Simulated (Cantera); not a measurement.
An isothermal, constant-pressure homogeneous reactor starts with CO : O₂ : H₂O : N₂ = 0.021 : 0.0031 : 0.00044 : 1 (molar parts), at 873 K and 1.68 atm. Integrator tolerance rtol = 1e-08.

Detailed kinetics in Cantera: GRI-Mech 3.0 (53 species, 325 reactions).

Task: What does this change do: temperature 873 to 1498 K?

Result: 
| quantity | before | after |
|---|---|---|
| x(CO) at 90.0 s | 0.0203 (gas-phase equilibrium 0.0141) | 0.0143 (gas-phase equilibrium 0.0143) |
| x(O₂) at 90.0 s | 0.00293 (gas-phase equilibrium <1e-12) | 3.32e-12 (gas-phase equilibrium 2.59e-12) |
| x(H₂O) at 90.0 s | 0.000429 (gas-phase equilibrium 6.28e-5) | 0.000229 (gas-phase equilibrium 0.000229) |
| x(H₂) at 90.0 s | 1.13e-7 (gas-phase equilibrium 0.000368) | 0.000202 (gas-phase equilibrium 0.000202) |
| x(NO) at 90.0 s | <1e-12 (gas-phase equilibrium <1e-12) | 7.21e-7 (gas-phase equilibrium 4.77e-9) |
| x(OH) at 90.0 s | 1.62e-11 (gas-phase equilibrium <1e-12) | 6.63e-9 (gas-phase equilibrium 6.05e-9) |
| x(N₂O) at 90.0 s | 1.53e-9 (gas-phase equilibrium <1e-12) | 3.02e-11 (gas-phase equilibrium <1e-12) |

Task: What does this change do: temperature 873 to 1198 K?

Result: 
```
quantity                                            before                                      after
----------------  ----------------------------------------  -----------------------------------------
x(CO) at 90.0 s      0.0203 (gas-phase equilibrium 0.0141)      0.0142 (gas-phase equilibrium 0.0142)
x(O₂) at 90.0 s     0.00293 (gas-phase equilibrium <1e-12)      <1e-12 (gas-phase equilibrium <1e-12)
x(H₂O) at 90.0 s  0.000429 (gas-phase equilibrium 6.28e-5)  0.000166 (gas-phase equilibrium 0.000163)
x(H₂) at 90.0 s   1.13e-7 (gas-phase equilibrium 0.000368)  0.000265 (gas-phase equilibrium 0.000268)
x(NO) at 90.0 s      <1e-12 (gas-phase equilibrium <1e-12)   1.37e-7 (gas-phase equilibrium 2.70e-12)
x(OH) at 90.0 s    1.62e-11 (gas-phase equilibrium <1e-12)  5.66e-12 (gas-phase equilibrium 1.15e-11)
x(N₂O) at 90.0 s    1.53e-9 (gas-phase equilibrium <1e-12)    1.32e-11 (gas-phase equilibrium <1e-12)
```
